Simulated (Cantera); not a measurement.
**Low-pressure radical oxidation in H2/O2**

An isothermal, constant-pressure homogeneous reactor starts with 31.5 % H2, 68.5 % O2, equivalence ratio 0.23, at 975 K and 2200 Pa.

Detailed kinetics in Cantera: the H2/O2 subset of GRI-Mech 3.0, which has no nitrogen chemistry. Radical loss at walls, strong at low pressure, is not modelled. The temperature is held fixed by assumption; the heat of reaction is taken as removed at once.

```json
[
 {"t (s)": "0.000300", "x H2": "0.315", "x O2": "0.685", "x H2O2": "<1e-12", "x OH": "1.69e-10", "x HO2": "5.53e-10", "x H2O": "1.57e-9", "x H": "1.58e-9"},
 {"t (s)": "0.000693", "x H2": "0.315", "x O2": "0.685", "x H2O2": "2.22e-12", "x OH": "4.98e-9", "x HO2": "2.58e-9", "x H2O": "5.98e-8", "x H": "4.55e-8"},
 {"t (s)": "0.00160", "x H2": "0.315", "x O2": "0.685", "x H2O2": "1.37e-9", "x OH": "1.01e-5", "x HO2": "2.48e-6", "x H2O": "0.000123", "x H": "9.16e-5"},
 {"t (s)": "0.00370", "x H2": "0.0238", "x O2": "0.594", "x H2O2": "1.14e-6", "x OH": "0.00612", "x HO2": "3.38e-5", "x H2O": "0.283", "x H": "0.0699"},
 {"t (s)": "0.00854", "x H2": "0.00272", "x O2": "0.624", "x H2O2": "1.64e-6", "x OH": "0.00126", "x HO2": "2.94e-5", "x H2O": "0.369", "x H": "0.00119"},
 {"t (s)": "0.0197", "x H2": "0.000474", "x O2": "0.626", "x H2O2": "1.03e-6", "x OH": "0.000336", "x HO2": "1.15e-5", "x H2O": "0.373", "x H": "3.86e-5"},
 {"t (s)": "0.0456", "x H2": "0.000100", "x O2": "0.626", "x H2O2": "5.51e-7", "x OH": "0.000146", "x HO2": "3.61e-6", "x H2O": "0.374", "x H": "3.26e-6"},
 {"t (s)": "0.105", "x H2": "1.91e-5", "x O2": "0.626", "x H2O2": "2.66e-7", "x OH": "7.20e-5", "x HO2": "9.68e-7", "x H2O": "0.374", "x H": "3.47e-7"},
 {"t (s)": "0.243", "x H2": "3.13e-6", "x O2": "0.626", "x H2O2": "1.22e-7", "x OH": "3.70e-5", "x HO2": "2.53e-7", "x H2O": "0.374", "x H": "4.23e-8"},
 {"t (s)": "0.562", "x H2": "4.98e-7", "x O2": "0.626", "x H2O2": "5.53e-8", "x OH": "2.01e-5", "x HO2": "7.43e-8", "x H2O": "0.374", "x H": "6.38e-9"},
 {"t (s)": "1.30", "x H2": "1.05e-7", "x O2": "0.626", "x H2O2": "2.54e-8", "x OH": "1.17e-5", "x HO2": "2.54e-8", "x H2O": "0.374", "x H": "1.22e-9"},
 {"t (s)": "3.00", "x H2": "3.22e-8", "x O2": "0.626", "x H2O2": "1.18e-8", "x OH": "7.09e-6", "x HO2": "9.74e-9", "x H2O": "0.374", "x H": "2.74e-10"}
]
```
x: mole fraction; the columns are a selection and need not sum to one.

Equilibrium at this temperature and pressure: H2 1.31e-10, O2 0.626, H2O2 8.90e-11, OH 4.61e-7, HO2 1.04e-9, H2O 0.374, H <1e-12 (gas phase only).
